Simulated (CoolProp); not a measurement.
Properties of propylene at several states.

Model: reference Helmholtz-energy equation of state, Lemmon 2013, in CoolProp.

| T (K) | p (kPa) | phase | Z | cv (kJ/(kg K)) | speed of sound (m/s) |
|---|---|---|---|---|---|
| 453.9 | 84.6 | gas | 0.9968 | ___ | ___ |
| 437.7 | 2010 | gas | ___ | ___ | ___ |
| 187.1 | 47 | liquid | ___ | ___ | ___ |

Question: Some entries are withheld; supply them.

Answer: 
- 453.9, cv (kJ/(kg K)): 1.908
- 453.9, speed of sound (m/s): 313.8
- 437.7, Z: 0.9133
- 437.7, cv (kJ/(kg K)): 1.877
- 437.7, speed of sound (m/s): 288.7
- 187.1, Z: 0.001939
- 187.1, cv (kJ/(kg K)): 1.333
- 187.1, speed of sound (m/s): 1435
